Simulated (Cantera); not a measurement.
An isothermal, constant-pressure homogeneous reactor starts with 1.27 % CO, 0.723 % O2, 0.342 % H2O, 97.7 % N2, equivalence ratio 0.88, at 975 K and 99000 Pa.

Computed with Cantera and GRI-Mech 3.0 (53 species, 325 reactions).

x: mole fraction; the columns are a selection and need not sum to one.

| t (s) | x CO | x O2 | x H2O | x H | x HO2 | x NO2 | x CO2 |
|---|---|---|---|---|---|---|---|
| 2.00e-6 | 0.0127 | 0.00723 | 0.00342 | <1e-12 | <1e-12 | <1e-12 | <1e-12 |
| 1.00e-5 | 0.0127 | 0.00723 | 0.00342 | <1e-12 | <1e-12 | <1e-12 | <1e-12 |
| 5.02e-5 | 0.0127 | 0.00723 | 0.00342 | <1e-12 | <1e-12 | <1e-12 | 2.74e-12 |
| 0.000252 | 0.0127 | 0.00723 | 0.00342 | <1e-12 | <1e-12 | <1e-12 | 1.42e-11 |
| 0.00126 | 0.0127 | 0.00723 | 0.00342 | 1.75e-12 | 5.37e-12 | <1e-12 | 8.70e-11 |
| 0.00632 | 0.0127 | 0.00723 | 0.00342 | 9.76e-12 | 1.39e-10 | <1e-12 | 8.24e-10 |
| 0.0317 | 0.0127 | 0.00723 | 0.00342 | 9.38e-11 | (withheld) | <1e-12 | 1.88e-8 |
| 0.159 | 0.0127 | 0.00722 | 0.00342 | 4.81e-8 | (withheld) | <1e-12 | 2.07e-5 |
| 0.796 | 0.0119 | 0.00682 | 0.00340 | 1.22e-7 | (withheld) | 1.24e-11 | 0.000842 |
| 3.99 | 0.00658 | 0.00419 | 0.00338 | 1.98e-7 | (withheld) | 2.54e-10 | 0.00615 |
| 20.0 | 0.000143 | 0.000957 | 0.00344 | 1.38e-8 | (withheld) | 3.33e-9 | 0.0126 |

Problem. Some entries are withheld; supply them.

Solution. 
- 0.0317, x HO2: 2.85e-9
- 0.159, x HO2: 9.67e-7
- 0.796, x HO2: 1.54e-6
- 3.99, x HO2: 1.38e-6
- 20.0, x HO2: 2.33e-7
